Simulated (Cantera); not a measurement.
Standard-state values (1 bar) from the NASA 1993 polynomials, evaluated with Cantera. Values are per mole of reaction as written; species without (g) are pure solids or liquids, kept so even where they would boil at 1 bar. NbO: taken at fixed stoichiometry.

Nb + OH(g) = NbO + H(g)

```csv
T (K),ΔH° (kJ),ΔS° (J/K),ΔG° (kJ),log10 K
2223,___,___,___,___
2323,___,___,___,___
2423,-128.4,4.7,-139.8,3.01
2523,___,___,___,___
2623,-126.8,5.3,-140.8,2.80
2723,___,___,___,___
```

Question: What belongs in the gaps?

Answer: 
- 2223, ΔH° (kJ): -130.7
- 2223, ΔS° (J/K): 3.7
- 2223, ΔG° (kJ): -138.9
- 2223, log10 K: 3.26
- 2323, ΔH° (kJ): -129.5
- 2323, ΔS° (J/K): 4.2
- 2323, ΔG° (kJ): -139.3
- 2323, log10 K: 3.13
- 2523, ΔH° (kJ): -127.5
- 2523, ΔS° (J/K): 5.1
- 2523, ΔG° (kJ): -140.3
- 2523, log10 K: 2.90
- 2723, ΔH° (kJ): -126.2
- 2723, ΔS° (J/K): 5.6
- 2723, ΔG° (kJ): -141.3
- 2723, log10 K: 2.71
